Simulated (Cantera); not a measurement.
**Nb + O₂ + H₂ (tantalum, niobium, vanadium and zirconium in process gases)**

Feed: 1 mol Nb, 0.28 mol O₂, 410 mol H₂, held at 0.0683 Torr.

Cantera equilibrium calculation (NASA polynomials, part measured and part estimated; ideal gas, pure solids and liquids). Candidate condensed phases: H₂O, Nb, NbO, NbO₂, Nb₂O₅; 12 gas species. Mutual solubility and eutectic melting of coexisting phases are not modelled. NbO: taken at fixed stoichiometry. Condensed phases not in the tables: N, O or C dissolved in the metal. The numbers say what is thermodynamically allowed, not how fast it happens.

From 900 K to 1700 K the condensed part is Nb(s) + NbO(s). From 1900 K to 2300 K the condensed part is Nb(s).

```csv
T (K),x H₂,x H,x NbO,x H₂O,x NbO₂,x Nb,n Nb(s),n NbO(s)
900,1.00,1.23e-8,<1e-12,8.17e-9,<1e-12,<1e-12,0.440,0.560
1100,1.000,2.71e-6,<1e-12,4.91e-7,<1e-12,<1e-12,0.440,0.560
1300,1.000,0.000116,6.57e-12,8.04e-6,1.34e-11,<1e-12,0.443,0.557
1500,0.998,0.00184,1.11e-8,6.05e-5,2.77e-8,<1e-12,0.465,0.535
1700,0.984,0.0153,3.16e-6,0.000274,9.11e-6,2.66e-11,0.557,0.438
1900,0.919,0.0798,0.000162,0.000513,0.000316,6.12e-9,0.796,0
2100,0.722,0.277,0.000690,0.000126,0.000176,4.95e-7,0.587,0
2300,0.377,0.623,0.000890,9.98e-6,1.68e-5,1.85e-5,0.448,0
```
x: gas mole fraction; n: condensed amount in mol.
